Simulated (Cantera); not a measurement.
A closed system holds: 1 mol Si, 0.68 mol H2, 4 mol HCl, held at 128 Torr.

Method: chemical equilibrium by Gibbs-energy minimisation in Cantera with the NASA 1993 tables (ideal gas, pure condensed phases). Candidate condensed phases: Si; 19 gas species. Rates play no part. All values below are at 623 K.

Base state: H2 0.725, SiCl4 0.269, HCl 0.00301, SiHCl3 0.00300 (mole fractions); condensed: gas only.

Q: What changes in the equilibrium state with this change: Si replaced by SiCl4?

A: 
```
species   before    after
-------  -------  -------
HCl      0.00301    0.704
SiCl4      0.269    0.176
H2         0.725    0.120
SiHCl3   0.00300  1.39e-6
```
